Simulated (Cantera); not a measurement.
Gas mixture: 100 % NO, at 97.5 Torr, frozen composition.

Cantera's kinetic-theory transport with the Lennard-Jones parameters of GRI-Mech 3.0, ideal gas; thermal conductivity in the multicomponent form.

One state of this run: ρ (kg/m³) = 0.0782; cp (J/kg/K) = 1041; μ (µPa s) = 30.6; λ (mW/m/K) = 45.0; Pr = 0.708; D (cm²/s) H₂ = 19.5; D (cm²/s) OH = 8.02; D (cm²/s) CO₂ = 4.15. D: mixture-averaged diffusion coefficient of that species in the mixture.

Task: Which value of T (K) does it belong to?
A) 1000
B) 400
C) 900
D) 600

Result: D, 600
